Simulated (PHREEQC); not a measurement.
Make-up at 25 °C: 13 mmol/kgw NH4Cl and 26 mmol/kgw NH3. Closed to the air; pH follows from the charge balance.

The numbers come from PHREEQC with the ion-association model, phreeqc.dat.

Precipitation was switched off in this run.

### Question
What pH, ionic strength does the model give?

### Answer
pH 9.60; ionic strength 0.0131 mol/kgw.

### Question
In which forms is N present?

### Answer
NH3 67 %, NH4+ 33 % of the N.
